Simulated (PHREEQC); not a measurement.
Consider water at 20 °C with 0.0068 mol CuCl2, 8.5e-05 mol HNO3 and 0.012 mol H3BO3 per kg of water. Closed to the air; pH follows from the charge balance.

Computed with PHREEQC (ion-association model, phreeqc.dat).

* **pH**: 4.12
* **ionic strength**: 0.0203 mol/kgw
* **specific conductance**: 1400 µS/cm
* **total alkalinity**: -0.0850 meq/kg

```tsv
species	molality	activity	log γ
Cl-	0.0135	0.0117	-0.061
H3BO3	0.0120	0.0121	0.002
Cu+2	0.00669	0.00398	-0.225
CuCl+	0.000113	9.79e-5	-0.061
H+	8.60e-5	7.65e-5	-0.051
NO3-	8.50e-5	7.35e-5	-0.063
CuOH+	5.98e-7	5.20e-7	-0.061
CuCl2	5.80e-7	5.83e-7	0.002
Cu2(OH)2+2	1.24e-7	7.15e-8	-0.240
H2BO3-	9.49e-8	8.27e-8	-0.060
Cu(OH)2	1.41e-8	1.42e-8	0.002
```

No solid was allowed to form.
